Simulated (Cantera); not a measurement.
## Diamond growth

A diamond (100) surface in a fixed gas of H2 with x(CH4) = 0.017, x(H) = 0.0045, x(CH3) = 4.8e-05, 25000 Pa; coverages are run to steady state.

Cantera simulation using the Harris–Goodwin 1993 mechanism for the reconstructed diamond (100) surface; the numbers are that mechanism's predictions, not measurements.

```
T (K)  growth (µm/h)  θ c6HH  θ c6H*  θ c6*H   θ c6**    θ c6HM
-----  -------------  ------  ------  ------  -------  --------
925             4.31   0.661  0.0123   0.311  0.00539   0.00795
1000            6.25   0.593  0.0184   0.371  0.00959   0.00571
1075            8.19   0.530  0.0254   0.423   0.0155   0.00406
1150            9.08   0.474  0.0331   0.465   0.0231   0.00262
1225            7.54   0.427  0.0410   0.498   0.0321   0.00129
1300            4.96   0.387  0.0490   0.521   0.0421  0.000450
1375            3.63   0.354  0.0568   0.537   0.0525  0.000131
```
θ: site fractions in the mechanism's names (c6HH fully hydrogenated, c6H* and c6*H radical sites, c6** diradical, c6HM methylated).
